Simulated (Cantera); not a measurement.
What does this Cantera script print?

```python
import numpy as np
import cantera as ct

gas_names = [...]  # 115 gases of nasa_gas.yaml made of C, Ca, H, O
cond_names = """
    C(gr) C6H6(L) C7H8(L) C8H18(L),n-octa Ca(a) Ca(b) Ca(L) CaCO3(caL) CaO(s) CaO(L) CaO2H2(s) H2O(s)
    H2O(L)
""".split()


# ... load() reads the species with a 1 bar reference pressure and builds the phases ...
atoms = {
    'CaCO3': {'Ca': 1, 'C': 1, 'O': 3},
    'CO2': {'C': 1, 'O': 2},
    'H2O': {'H': 2, 'O': 1},
}
top_T = {'C(gr)': 4500}  # K; cautious upper limits of use, not melting points


# ... equilibrate(T, P, feed) seeds the gas with the atoms and calls Mixture.equilibrate('TP', solver="vcs", rtol=1e-11, max_steps=5000) ...
results = []
feed = {'CaCO3': 1, 'CO2': 0.15, 'H2O': 0.15}  # mol
P = 130  # Pa
for T in [823, 923, 1023, 1123, 1223, 1323, 1423, 1523, 1623, 1723]:
    mix = equilibrate(T, P, feed)
    results.append((T, P, feed, dict(zip(mix.species_names, mix.species_moles))))

top = {s: max(r[3][s] / sum(r[3][g] for g in gas_names) for r in results) for s in gas_names}
cols = sorted((s for s in top if top[s] > 0.0001), key=lambda s: -top[s])[:7]
seen = [c for c in cond_names if any(r[3].get(c, 0) > 1e-12 for r in results)]
print("log10 of partial pressures in bar; condensed amounts in mol")
print(f"{'T/K':>10s}" + "".join(f"{s[:9]:>10s}" for s in cols + seen))
for T, P, feed, n in results:
    ng = sum(n[g] for g in gas_names)
    print(f"{T:10.4g}" + "".join(f"{np.log10(max(n[s] / ng * P / 1e5, 1e-99)):10.3f}" for s in cols)
          + "".join(f"{n.get(c, 0):10.4g}" for c in seen))
```

It prints:

```
log10 of partial pressures in bar; condensed amounts in mol
       T/K       CO2       H2O        CO        O2        OH        H2         O CaCO3(caL    CaO(s)
       823    -3.187    -3.187   -11.172   -10.819   -12.392   -10.613   -18.048         1         0
       923    -2.939    -3.824    -9.524    -9.725   -11.321   -10.099   -15.767         0         1
      1023    -2.939    -3.824    -8.470    -8.706   -10.168    -9.238   -13.860         0         1
      1123    -2.939    -3.824    -7.607    -7.864    -9.218    -8.530   -12.289         0         1
      1223    -2.939    -3.824    -6.888    -7.158    -8.423    -7.937   -10.973         0         1
      1323    -2.940    -3.824    -6.279    -6.558    -7.747    -7.432    -9.854         0         1
      1423    -2.940    -3.825    -5.758    -6.043    -7.167    -6.998    -8.892         0         1
      1523    -2.942    -3.826    -5.307    -5.596    -6.664    -6.619    -8.057         0         1
      1623    -2.946    -3.829    -4.913    -5.207    -6.223    -6.287    -7.325         0         1
      1723    -2.955    -3.834    -4.569    -4.868    -5.837    -5.994    -6.679         0         1
```

These are equilibrium values from Cantera (NASA tables, ideal gas, pure condensed phases), not measurements of a reactor.
